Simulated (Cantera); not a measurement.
Input: 1 mol Fe₃O₄, 0.62 mol H₂, 52 mol N₂, at 0.530 bar.

These are equilibrium values from Cantera (NASA tables, ideal gas, pure condensed phases), not measurements of a reactor. Candidate condensed phases: Fe, FeO, Fe(OH)₂, Fe(OH)₃, Fe₂O₃, Fe₃O₄, H₂O; 27 gas species. Mutual solubility and eutectic melting of coexisting phases are not modelled. The tables' stoichiometric FeO is somewhat more stable than real wüstite, so its field is too wide. FeO: taken at fixed stoichiometry. The numbers say what is thermodynamically allowed, not how fast it happens.

Problem. Which condensed phases are stable at each of these points (T (K)): 1575, 1600, 1625, 1650, 1675, 1700, 1725, 1750?

Solution. 
```csv
T (K),condensed phases,Fe condensed (%)
1575,FeO(s) + Fe₃O₄(s),100.0
1600,FeO(s) + Fe₃O₄(s),100.0
1625,FeO(s) + Fe₃O₄(s),100.0
1650,FeO(l) + Fe₃O₄(s),100.0
1675,FeO(l) + Fe₃O₄(s),100.0
1700,FeO(l) + Fe₃O₄(s),100.0
1725,FeO(l) + Fe₃O₄(s),100.0
1750,FeO(l) + Fe₃O₄(s),100.0
```

From 1575 K to 1625 K the condensed part is FeO(s) + Fe₃O₄(s). From 1650 K to 1750 K the condensed part is FeO(l) + Fe₃O₄(s).
